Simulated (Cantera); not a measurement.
Cantera run:

```python
import numpy as np
import cantera as ct

gas_names = """
    C CO CO2 C2 C2O C3 C3O2 C4 C5 O O2 O3 Si SiC SiC2 SiO SiO2 Si2 Si2C Si3
""".split()
cond_names = """
    C(gr) Si(cr) Si(L) SiC(b) SiO2(Lqz) SiO2(hqz) SiO2(L)
""".split()


def load(file, names, dense=False):
    # The tables refer to 1 bar. Condensed volumes are neglected.
    table = {s.name: s for s in ct.Species.list_from_file(file)}
    out = []
    for n in names:
        d = dict(table[n].input_data)
        d["thermo"] = dict(d["thermo"], **{"reference-pressure": 1e5})
        if dense:
            d["equation-of-state"] = {"model": "constant-volume", "density": "1e6 g/cm^3"}
        out.append(ct.Species.from_dict(d))
    return out


gas = ct.Solution(thermo="ideal-gas", species=load("nasa_gas.yaml", gas_names))
cond = {s.name: ct.Solution(thermo="fixed-stoichiometry", species=[s], name=s.name)
        for s in load("nasa_condensed.yaml", cond_names, dense=True)}
atoms = {
    'SiO2': {'Si': 1, 'O': 2},
    'CO': {'C': 1, 'O': 1},
}
top_T = {'C(gr)': 4500, 'SiC(b)': 3050}  # K; cautious upper limits of use, not melting points


def equilibrate(T, P, feed):
    n = {}
    for name, mol in feed.items():
        for a, k in atoms[name].items():
            n[a] = n.get(a, 0.0) + k * mol
    gas.TPX = T, P, n
    mass = sum(n.values()) * gas.mean_molecular_weight
    gas.equilibrate("TP")
    valid = [c for c in cond.values() if c.min_temp <= T <= top_T.get(c.name, c.max_temp)]
    mix = ct.Mixture([(gas, mass / gas.mean_molecular_weight)] + [(c, 0.0) for c in valid])
    mix.T, mix.P = T, P
    mix.equilibrate("TP", solver="vcs", rtol=1e-11, max_steps=5000)
    return mix


results = []
feed = {'SiO2': 1, 'CO': 19}  # mol
T = 1623.15  # K
P = 10000  # Pa
mix = equilibrate(T, P, feed)
results.append((T, P, feed, dict(zip(mix.species_names, mix.species_moles))))
print(gas.report(threshold=0.001))
for i in range(1, mix.n_phases):
    print(f"{mix.phase(i).name:16s} {mix.phase_moles(i):12.5e} mol")
```

Output:

```
       temperature   1623.2 K
          pressure   10000 Pa
           density   0.020764 kg/m^3
  mean mol. weight   28.022 kg/kmol
   phase of matter   gas

                          1 kg             1 kmol
                     ---------------   ---------------
          enthalpy       -2.4077e+06        -6.747e+07  J
   internal energy       -2.8893e+06       -8.0966e+07  J
           entropy            9649.7        2.7041e+05  J/K
    Gibbs function       -1.8071e+07       -5.0638e+08  J
 heat capacity c_p            1266.5             35490  J/K
 heat capacity c_v            969.77             27175  J/K

                      mass frac. Y      mole frac. X     chem. pot. / RT
                     ---------------   ---------------   ---------------
                CO           0.99879           0.99923           -37.506
     [  +19 minor]         0.0012063        0.00076747

C(gr)             0.00000e+00 mol
Si(cr)            0.00000e+00 mol
SiC(b)            0.00000e+00 mol
SiO2(hqz)         9.92706e-01 mol
```

Equilibrium computed with Cantera from the NASA thermochemical tables; the gas is ideal and each condensed phase is pure. The tables hold silica as quartz up to 1696 K and as liquid above; real silica turns to tridymite and cristobalite and melts near 1996 K.
